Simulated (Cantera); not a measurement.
Charge: 1 mol FeS, 1 mol O2, 34 mol N2, at 975 K and 13.0 mbar.

These are equilibrium values from Cantera (NASA tables, ideal gas, pure condensed phases), not measurements of a reactor. Candidate condensed phases: Fe, FeO, FeS, FeSO4, FeS2, Fe2O3, Fe2(SO4)3, Fe3O4, S; 19 gas species. FeS: taken at fixed stoichiometry. Gases not in the tables: S3 to S7. Equilibrium is a limit: real reactors are often held back by kinetics, nucleation or transport.

Task: What is the equilibrium state?

Result: 
```
Quantity                             Result
--------------------------------  ---------
x(N2)                                 0.982
x(SO2)                               0.0158
x(S2)                               0.00187
x(S2O)                              2.25e-5
x(SO)                               3.51e-6
n(FeS(s))                         0.321 mol
n(Fe3O4(s))                       0.226 mol
gas amount                        34.61 mol
log10 activity of S(l) (absent)       -2.60
log10 activity of Fe(α) (absent)      -2.99
```
